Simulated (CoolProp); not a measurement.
A Linde-Hampson liquefier for nitrogen: isothermal reversible compression at 290 K from 1 atm to 20 MPa, throttling to 1 atm, return gas leaving the recuperator 0 K below the feed. Each further row changes one setting.

Values from CoolProp's reference Helmholtz-energy equation of state, Span 2000.

```tsv
case	liquid yield per pass	compression work (kJ/kg of gas)
as stated	0.082	455
high pressure 40 MPa	0.102	522
warm-end temperature 320 K	0.060	505
warm-end gap 5 K	0.071	455
```
